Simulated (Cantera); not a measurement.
Cantera run:

```python
import numpy as np
import cantera as ct

gas_names = """
    C CH CH2 CH3 CH2OH CH3O CH4 CH3OH CN CO CO2 COOH C2 C2H CHCO,ketyl C2H2,acetylene C2H2,vinylidene
    CH2CO,ketene C2H3,vinyl CH3CN CH3CO,acetyl C2H4 C2H4O,ethylen CH3CHO,ethanal CH3COOH (HCOOH)2 C2H5
    C2H6 CH3OCH3 C2H5OH CCN CNC C2N2 C2O C3 C3H3,propargyl C3H4,allene C3H4,propyne C3H4,cyclo-
    C3H5,allyl C3H6,propylene C3H6,cyclo- C3H6O C3H7,n-propyl C3H7,i-propyl C3H8 C3H8O,1propanol
    C3H8O,2propanol C3O2 C4 C4H2 C4H4,1,3-cyclo- C4H6,butadiene C4H6,2-butyne C4H6,cyclo- C4H8,1-butene
    C4H8,cis2-buten C4H8,tr2-butene C4H8,isobutene C4H8,cyclo- (CH3COOH)2 C4H9,n-butyl C4H9,i-butyl
    C4H9,s-butyl C4H9,t-butyl C4H10,isobutane C4H10,n-butane C4N2 C5 C5H6,1,3cyclo- C5H8,cyclo-
    C5H10,1-pentene C5H10,cyclo- C5H11,pentyl C5H11,t-pentyl C5H12,n-pentane C5H12,i-pentane
    CH3C(CH3)2CH3 C6H2 C6H5,phenyl C6H5O,phenoxy C6H6 C6H5OH,phenol C6H10,cyclo- C6H12,1-hexene
    C6H12,cyclo- C6H13,n-hexyl C7H7,benzyl C7H8 C7H8O,cresol C7H14,1-heptene C7H15,n-heptyl
    C7H16,n-heptane C8H8,styrene C8H10,ethylbenz C8H16,1-octene C8H17,n-octyl C8H18,isooctane
    C8H18,n-octane C9H19,n-nonyl C10H8,naphthale C10H21,n-decyl C12H9,o-bipheny C12H10,bipheny Cu CuO
    Cu2 H HCN HCO HCCN HNC HNCO HNO HNO2 HNO3 HO2 H2 HCHO,formaldehy HCOOH H2O H2O2 N NCO NH NH2 NH3
    NH2OH NO NO2 NO3 N2 N2H2 N2H4 N2O O OH O2 O3
""".split()
cond_names = """
    C(gr) C6H6(L) C7H8(L) C8H18(L),n-octa Cu(cr) Cu(L) CuO(s) CuO2H2(s) Cu2O(s) Cu2O(L) H2O(s) H2O(L)
""".split()


def load(file, names, dense=False):
    # The tables refer to 1 bar. Condensed volumes are neglected.
    table = {s.name: s for s in ct.Species.list_from_file(file)}
    out = []
    for n in names:
        d = dict(table[n].input_data)
        d["thermo"] = dict(d["thermo"], **{"reference-pressure": 1e5})
        if dense:
            d["equation-of-state"] = {"model": "constant-volume", "density": "1e6 g/cm^3"}
        out.append(ct.Species.from_dict(d))
    return out


gas = ct.Solution(thermo="ideal-gas", species=load("nasa_gas.yaml", gas_names))
cond = {s.name: ct.Solution(thermo="fixed-stoichiometry", species=[s], name=s.name)
        for s in load("nasa_condensed.yaml", cond_names, dense=True)}
atoms = {
    'Cu2O': {'Cu': 2, 'O': 1},
    'CH4': {'C': 1, 'H': 4},
    'N2': {'N': 2},
}
top_T = {'C(gr)': 4500, 'CuO(s)': 1390}  # K; cautious upper limits of use, not melting points


def equilibrate(T, P, feed):
    n = {}
    for name, mol in feed.items():
        for a, k in atoms[name].items():
            n[a] = n.get(a, 0.0) + k * mol
    gas.TPX = T, P, n
    mass = sum(n.values()) * gas.mean_molecular_weight
    gas.equilibrate("TP")
    valid = [c for c in cond.values() if c.min_temp <= T <= top_T.get(c.name, c.max_temp)]
    mix = ct.Mixture([(gas, mass / gas.mean_molecular_weight)] + [(c, 0.0) for c in valid])
    mix.T, mix.P = T, P
    mix.equilibrate("TP", solver="vcs", rtol=1e-11, max_steps=5000)
    return mix


results = []
feed = {'Cu2O': 1, 'CH4': 0.8, 'N2': 1.4}  # mol
T = 948.15  # K
P = 910000  # Pa
mix = equilibrate(T, P, feed)
results.append((T, P, feed, dict(zip(mix.species_names, mix.species_moles))))
print(gas.report(threshold=0.0001))
for i in range(1, mix.n_phases):
    print(f"{mix.phase(i).name:16s} {mix.phase_moles(i):12.5e} mol")
```

Output:

```
       temperature   948.15 K
          pressure   9.1e+05 Pa
           density   2.4252 kg/m^3
  mean mol. weight   21.009 kg/kmol
   phase of matter   gas

                          1 kg             1 kmol
                     ---------------   ---------------
          enthalpy       -2.2083e+06       -4.6396e+07  J
   internal energy       -2.5836e+06       -5.4279e+07  J
           entropy             10076        2.1168e+05  J/K
    Gibbs function       -1.1762e+07        -2.471e+08  J
 heat capacity c_p            1778.5             37365  J/K
 heat capacity c_v            1382.7             29051  J/K

                      mass frac. Y      mole frac. X     chem. pot. / RT
                     ---------------   ---------------   ---------------
               CH4          0.059915          0.078463           -34.771
                CO          0.084717          0.063543           -40.032
               CO2           0.13435          0.064137           -78.615
                H2          0.021527           0.22434           -16.661
               H2O           0.10744           0.12529           -55.244
               NH3         0.0004364        0.00053833           -36.657
                N2           0.59161           0.44368            -23.33
     [ +132 minor]        5.9318e-06        4.1473e-06

C(gr)             1.49909e-01 mol
Cu(cr)            2.00000e+00 mol
CuO(s)            0.00000e+00 mol
CuO2H2(s)         0.00000e+00 mol
Cu2O(s)           0.00000e+00 mol
```

These are equilibrium values from Cantera (NASA tables, ideal gas, pure condensed phases), not measurements of a reactor.
